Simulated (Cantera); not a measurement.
## C2H6 + H2O + N2 (carbon deposition, reforming and gasification)

Charge: 1 mol C2H6, 1.3 mol H2O, 2.6 mol N2, held at 50.0 bar.

Method: chemical equilibrium by Gibbs-energy minimisation in Cantera with the NASA 1993 tables (ideal gas, pure condensed phases). Candidate condensed phases: C, C6H6, C7H8, C8H18, H2O; 136 gas species. The ideal-gas law is rough above about 30 bar. Equilibrium is a limit: real reactors are often held back by kinetics, nucleation or transport.

```
T (°C)   x H2   x N2   x CO   x CH4    x H2O  n C(graphite)
------  -----  -----  -----  ------  -------  -------------
975     0.387  0.358  0.126  0.0833   0.0374          0.423
1000    0.400  0.353  0.132  0.0753   0.0316          0.423
1025    0.413  0.348  0.138  0.0680   0.0265          0.427
1050    0.425  0.345  0.142  0.0613   0.0222          0.434
1075    0.435  0.341  0.146  0.0552   0.0185          0.444
1100    0.444  0.338  0.149  0.0497   0.0155          0.455
1125    0.452  0.336  0.151  0.0447   0.0129          0.468
1150    0.460  0.334  0.153  0.0403   0.0109          0.481
1175    0.466  0.332  0.154  0.0363  0.00912          0.494
1200    0.472  0.330  0.155  0.0327  0.00769          0.508
1225    0.477  0.328  0.156  0.0296  0.00650          0.520
1250    0.482  0.327  0.157  0.0267  0.00552          0.532
```
x: gas mole fraction; n: condensed amount in mol.

From 975 °C to 1250 °C the condensed part is C(graphite). The main C-bearing gas is CO throughout.
